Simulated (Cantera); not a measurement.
## Moist CO burnout

A perfectly stirred reactor is fed with CO : O2 : H2O : N2 = 0.017 : 0.17 : 0.00023 : 1 (molar parts), at 1130 Torr; it is held at 1275 K, and followed from long to short residence time.

Model: GRI-Mech 3.0 (53 species, 325 reactions), integrated in Cantera.

```json
[
 {"τ (s)": "19", "x CO": "7.33e-5", "x O2": "0.137", "x H2O": "0.000194", "x O": "3.96e-6", "x NO": "9.95e-6", "x N2O": "1.54e-6", "x OH": "2.38e-6"},
 {"τ (s)": "5.3", "x CO": "0.000179", "x O2": "0.137", "x H2O": "0.000193", "x O": "9.36e-6", "x NO": "9.51e-6", "x N2O": "2.22e-6", "x OH": "3.43e-6"},
 {"τ (s)": "1.5", "x CO": "0.000423", "x O2": "0.137", "x H2O": "0.000192", "x O": "2.17e-5", "x NO": "7.52e-6", "x N2O": "2.67e-6", "x OH": "4.97e-6"},
 {"τ (s)": "0.41", "x CO": "0.000998", "x O2": "0.137", "x H2O": "0.000191", "x O": "4.95e-5", "x NO": "4.96e-6", "x N2O": "2.81e-6", "x OH": "7.23e-6"},
 {"τ (s)": "0.11", "x CO": "0.00229", "x O2": "0.138", "x H2O": "0.000189", "x O": "0.000107", "x NO": "2.75e-6", "x N2O": "2.66e-6", "x OH": "1.03e-5"},
 {"τ (s)": "0.031", "x CO": "0.00472", "x O2": "0.139", "x H2O": "0.000186", "x O": "0.000201", "x NO": "1.26e-6", "x N2O": "2.27e-6", "x OH": "1.36e-5"},
 {"τ (s)": "0.0088", "x CO": "0.00840", "x O2": "0.140", "x H2O": "0.000183", "x O": "0.000306", "x NO": "3.97e-7", "x N2O": "1.60e-6", "x OH": "1.60e-5"},
 {"τ (s)": "0.0024", "x CO": "0.0122", "x O2": "0.142", "x H2O": "0.000184", "x O": "0.000309", "x NO": "4.90e-8", "x N2O": "6.77e-7", "x OH": "1.42e-5"}
]
```
x: mole fraction; the columns are a selection and need not sum to one.
